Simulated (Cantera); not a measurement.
An isothermal, constant-pressure homogeneous reactor starts with NO : N2 = 1 : 1.3 (molar parts), at 1925 K and 760 Torr. Integrator tolerance rtol = 1e-08.

Computed with Cantera and GRI-Mech 3.0 (53 species, 325 reactions).

Question: What does this change do: temperature 1925 to 1450 K?

Answer: 
```csv
quantity,before,after
x(NO) at 2.00 s,0.145 (gas-phase equilibrium 0.00623),0.431 (gas-phase equilibrium 0.000967)
x(O2) at 2.00 s,0.144 (gas-phase equilibrium 0.214),0.00159 (gas-phase equilibrium 0.217)
x(O) at 2.00 s,0.000141 (gas-phase equilibrium 0.000170),1.25e-7 (gas-phase equilibrium 9.35e-7)
x(NO2) at 2.00 s,0.000239 (gas-phase equilibrium 1.24e-5),0.000345 (gas-phase equilibrium 6.18e-6)
x(N2O) at 2.00 s,9.25e-6 (gas-phase equilibrium 3.53e-7),6.00e-5 (gas-phase equilibrium 6.04e-8)
x(N2) at 2.00 s,0.710 (gas-phase equilibrium 0.779),0.567 (gas-phase equilibrium 0.782)
```
